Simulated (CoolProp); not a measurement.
Saturated liquid density (kg/m³) of CH2F2 (R32): the reference equation beside estimates from Tc = 351.3 K, pc = 57.83 bar, ω = 0.277.

Values from CoolProp's reference Helmholtz-energy equation of state, Tillner-Roth 1997.

| T (K) | reference | van der Waals | Redlich-Kwong | Soave-Redlich-Kwong | Peng-Robinson |
|---|---|---|---|---|---|
| 258 | 1105 | 569.7 | 819.8 | 859.2 | 973.7 |
| 262.8 | 1090 | 562.0 | 806.2 | 846.0 | 959.1 |
| 267.6 | 1074 | 554.2 | 792.1 | 832.2 | 943.8 |
| 272.5 | 1057 | 545.9 | 777.3 | 817.6 | 927.5 |
| 277.3 | 1041 | 537.6 | 762.2 | 802.6 | 910.7 |
| 282.2 | 1023 | 528.7 | 746.2 | 786.6 | 892.8 |
| 287 | 1005 | 519.7 | 730.0 | 770.2 | 874.2 |
| 291.9 | 986.3 | 510.1 | 712.7 | 752.6 | 854.3 |
| 296.7 | 967.0 | 500.3 | 695.1 | 734.4 | 833.6 |
| 301.5 | 946.8 | 490.1 | 676.7 | 715.2 | 811.7 |
| 306.4 | 925.1 | 479.1 | 656.9 | 694.5 | 787.9 |
| 311.2 | 902.6 | 467.7 | 636.4 | 672.9 | 762.9 |
| 316.1 | 878.1 | 455.3 | 614.3 | 649.3 | 735.5 |
| 320.9 | 852.2 | 442.3 | 591.2 | 624.3 | 706.5 |

Absolute difference from the reference over all 14 rows, mean and median: van der Waals 48.3 and 48.3 %, Redlich-Kwong 27.8 and 27.6 %, Soave-Redlich-Kwong 23.9 and 23.5 %, Peng-Robinson 13.7 and 13.2 %.
